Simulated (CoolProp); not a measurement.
Vapour pressure (MPa) of methane: the reference equation beside estimates from Tc = -82.6 °C, pc = 4.599 MPa, ω = 0.011. Clausius-Clapeyron is anchored at -125.95 °C with a constant enthalpy of vaporisation of 6.776 kJ/mol.

Model: reference Helmholtz-energy equation of state, Setzmann 1991, in CoolProp.

| T (°C) | reference | Lee-Kesler | Clausius-Clapeyron | van der Waals | Redlich-Kwong | Soave-Redlich-Kwong | Peng-Robinson |
|---|---|---|---|---|---|---|---|
| -128.55 | 0.8074 | 0.8091 | 0.8275 | 1.374 | 0.7670 | 0.8138 | 0.8125 |
| -125.95 | 0.9141 | 0.9160 | 0.9141 | 1.496 | 0.8768 | 0.9227 | 0.9201 |
| -123.35 | 1.031 | 1.033 | 1.006 | 1.625 | 0.9971 | 1.042 | 1.038 |
| -120.65 | 1.162 | 1.165 | 1.108 | 1.766 | 1.134 | 1.176 | 1.171 |
| -118.05 | 1.301 | 1.303 | 1.212 | 1.908 | 1.277 | 1.317 | 1.310 |
| -115.45 | 1.450 | 1.452 | 1.322 | 2.058 | 1.432 | 1.470 | 1.461 |
| -112.75 | 1.618 | 1.619 | 1.442 | 2.221 | 1.606 | 1.641 | 1.630 |
| -110.15 | 1.792 | 1.793 | 1.563 | 2.386 | 1.787 | 1.818 | 1.807 |
| -107.55 | 1.980 | 1.980 | 1.691 | 2.557 | 1.981 | 2.009 | 1.996 |
| -104.85 | 2.189 | 2.189 | 1.830 | 2.744 | 2.197 | 2.221 | 2.207 |
| -102.25 | 2.405 | 2.404 | 1.970 | 2.931 | 2.420 | 2.440 | 2.425 |
| -99.65 | 2.636 | 2.635 | 2.116 | 3.126 | 2.657 | 2.673 | 2.658 |
| -97.05 | 2.883 | 2.882 | 2.268 | 3.328 | 2.909 | 2.921 | 2.906 |
| -94.35 | 3.157 | 3.157 | 2.432 | 3.547 | 3.186 | 3.196 | 3.181 |

Absolute difference from the reference over all 14 rows, mean and median: Lee-Kesler 0.1 and 0.1 %, Clausius-Clapeyron 11.6 and 11.8 %, van der Waals 37.5 and 35.2 %, Redlich-Kwong 1.6 and 0.9 %, Soave-Redlich-Kwong 1.3 and 1.3 %, Peng-Robinson 0.8 and 0.8 %.
